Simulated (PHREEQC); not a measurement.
Leach liquor (model solution)

A solution holds 0.015 mol HCl, 0.011 mol MnSO4 and 0.00024 mol MgSO4 per kg of water, at 35 °C. Closed to the air; pH follows from the charge balance.

Computed with PHREEQC (ion-association model, phreeqc.dat).

Each row changes one thing in this solution. This is a speciation only: nothing precipitates in the calculation.

| case | pH | ionic strength (mol/kgw) | SO4-2 (mol/kgw) | HSO4- (mol/kgw) | Mg+2 (mol/kgw) | MgSO4 (mol/kgw) |
|---|---|---|---|---|---|---|
| as made | 2.01 | 0.0430 | 0.00530 | 0.00363 | 0.000175 | 6.52e-5 |
| MnSO4 replaced by H2SO4 at the same molality | 1.59 | 0.0341 | 0.00387 | 0.00732 | 0.000184 | 5.63e-5 |
| HCl left out | … | … | 0.00770 | 2.39e-7 | 0.000146 | 9.38e-5 |
| 0.00038 mol/kgw HNO3 added | 2.00 | 0.0433 | 0.00526 | 0.00369 | 0.000175 | 6.46e-5 |
| MnSO4 left out | 1.88 | 0.0157 | 0.000112 | 0.000125 | 0.000237 | 2.98e-6 |
| 0.0018 mol/kgw MgCl2 added | 2.01 | 0.0473 | 0.00514 | 0.00348 | 0.00152 | 0.000522 |

Q: What belongs in the gaps?

A: 
- HCl left out, pH: 6.38
- HCl left out, ionic strength (mol/kgw): 0.0308

Species that the database lacks are ignored.
